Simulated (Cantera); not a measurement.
**Ignition delay**

Mixture: CH₄ : CO : O₂ : N₂ = 1 : 0.43 : 1 : 6.94 (molar parts), equivalence ratio 2.2, at 1.78 atm, adiabatic and at constant pressure. Ignition delay is the time to a rise of 400 K.

Computed with Cantera and GRI-Mech 3.0 (53 species, 325 reactions).

```tsv
T0 (K)	delay (ms)
1000	3860
1050	1480
1100	606
1150	262
1200	119
1250	55.9
1300	27.2
1350	13.7
1400	7.06
```

```json
{
 "apparent activation energy between 1300 and 1400 K": "200 kJ/mol"
}
```
